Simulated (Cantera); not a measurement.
Charge: 1 mol CH3F, 0.34 mol H2.

Cantera equilibrium calculation (NASA polynomials, part measured and part estimated; ideal gas, pure solids and liquids). Candidate condensed phases: C, C6H6, C7H8, C8H18; 95 gas species. Rates play no part.

Stable condensed phases, one row left out:

```
T in K \ P in Pa
              1    3.2     10     32    100    320   1000   3200  10000  32000 100000
   2925       A      A      A      A      A      B      B      B      B      B      B
   2875       A      A      A      A      A      B      B      B      B      B      B
   2825       A      A      A      A      B      B      B      B      B      B      B
   2775       A      A      A      A      B      B      B      B      B      B      B
   2725       A      A      A      B      B      B      B      B      B      B      B
   2675       A      A      B      B      B      B      B      B      B      B      B
   2625       A      A      B      B      B      B      B      B      B      B      B
   2575       A      B      B      B      B      B      B      B      B      B      B
   2525       A      B      B      B      B      B      B      B      B      B      B
   2425       B      B      B      B      B      B      B      B      B      B      B
   2375       B      B      B      B      B      B      B      B      B      B      B
```

A: gas only; B: C.

Q: Give the row for 2475 K.

A: 1: C; 3.2: C; 10: C; 32: C; 100: C; 320: C; 1000: C; 3200: C; 10000: C; 32000: C; 100000: C.
